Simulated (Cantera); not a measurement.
A closed system holds: 1 mol TiO₂, 1 mol MgCl₂, 0.24 mol O₂, equilibrated at 1500 K and 0.100 bar.

Cantera equilibrium calculation (NASA polynomials, part measured and part estimated; ideal gas, pure solids and liquids). Candidate condensed phases: Mg, MgCl₂, MgO, MgTiO₃, MgTi₂O₅, Mg₂TiO₄, Ti, TiCl₂, TiCl₃, TiCl₄, TiO, TiO₂, Ti₂O₃, Ti₃O₅, Ti₄O₇; 20 gas species. Condensed phases not in the tables: alloys, solid solutions and most ternary compounds. Rates play no part.

Question: What is the equilibrium state?

Answer: 
```json
{
  "x(MgCl₂)": "0.481",
  "x(Cl₂)": "0.387",
  "x(Cl)": "0.115",
  "x(TiCl₄)": "0.0122",
  "x(O₂)": "0.00570",
  "x(ClO)": "6.74e-5",
  "x(TiCl₃)": "4.82e-6",
  "x(TiOCl₂)": "4.21e-6",
  "n(MgTi₂O₅(s))": "0.494 mol",
  "gas_amount": "1.054 mol",
  "log10 activity of Mg₂TiO₄(s) (absent)": "-0.51",
  "log10 activity of TiCl₄(l) (absent)": "-4.92",
  "log10 activity of Ti₄O₇(s) (absent)": "-6.41"
}
```
